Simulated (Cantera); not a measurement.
## Ignition delay

Mixture: CH4 : H2 : O2 : N2 : H2O = 1 : 0.84 : 1.73 : 6.5 : 0.22 (molar parts), at 2500000 Pa, adiabatic and at constant volume. Ignition delay is the time to a rise of 400 K.

Computed with Cantera and GRI-Mech 3.0 (53 species, 325 reactions). The pressure lies above the range GRI-Mech 3.0 was tuned for (to about 10 atm).

| T0 (K) | delay (ms) |
|---|---|
| 1100 | 0.886 |
| 1200 | 0.172 |
| 1300 | 0.0500 |
| 1400 | 0.0211 |
| 1500 | 0.0110 |
| 1600 | 0.00636 |
| 1700 | 0.00383 |
| 1800 | 0.00238 |
| 1900 | 0.00152 |
| 2000 | 0.001000 |

```yaml
apparent activation energy between 1800 and 2000 K: 130 kJ/mol
```
